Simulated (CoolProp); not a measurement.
Vapour-liquid equilibrium of benzene (1) + ethylbenzene (2) at 134.95 °C; x and y are mole fractions of (1).

The numbers come from the multi-fluid Helmholtz-energy mixture model, Thol 2012 and Zhou 2012; pair parameters Bell 2016 in CoolProp.

```csv
x,bubble pressure (bar),y at the bubble point,dew pressure at overall composition x (bar),liquid density (mol/L)
0.05,1.109,0.155,1.019,7.272
0.125,1.309,0.336,1.082,7.424
0.2,1.517,0.473,1.153,7.582
0.275,1.735,0.580,1.234,7.744
0.35,1.962,0.666,1.328,7.911
0.425,2.198,0.736,1.438,8.083
0.5,2.443,0.793,1.567,8.261
0.575,2.697,0.841,1.723,8.444
0.65,2.958,0.881,1.915,8.632
0.725,3.225,0.915,2.157,8.826
0.8,3.497,0.944,2.475,9.025
0.875,3.773,0.968,2.912,9.230
0.95,4.049,0.988,3.566,9.441
```

No azeotrope shows between x = 0.05 and 0.95.

The pair parameters rest on a limited set of measurements; away from them the model extrapolates.
